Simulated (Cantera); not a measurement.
Feed: 1 mol Si3N4, 0.5 mol N2, 0.42 mol C, equilibrated at 2225 K and 38.0 mbar.

Method: chemical equilibrium by Gibbs-energy minimisation in Cantera with the NASA 1993 tables (ideal gas, pure condensed phases). Mutual solubility and eutectic melting of coexisting phases are not modelled. The tables' values for SiN are old estimates; treat these amounts as uncertain. Kinetics and transport are ignored.

| species | before | after |
|---|---|---|
| N2 | 0.986 | 0.991 |
| Si | 0.0123 | 0.00745 |
| Si2C | 0.000787 | 0.000398 |
| SiC2 | 1.74e-5 | 6.30e-6 |
| Si2 | 0.000207 | 0.000113 |
| Si3 | 4.00e-5 | 2.24e-5 |
| SiN | 0.000384 | 0.000258 |
| Si2N | 0.000416 | 0.000291 |
| Si(l), mol | 2.54 | 2.56 |
| SiC(s), mol | 0.418 | 0.419 |
Gas species are given as mole fractions.

Problem. What was changed between the two runs?
A. temperature from 2225 K to 2850 K
B. temperature from 2225 K to 1625 K
C. temperature from 2225 K to 2600 K
D. temperature from 2225 K to 2173.15 K

Solution. D, temperature from 2225 K to 2173.15 K
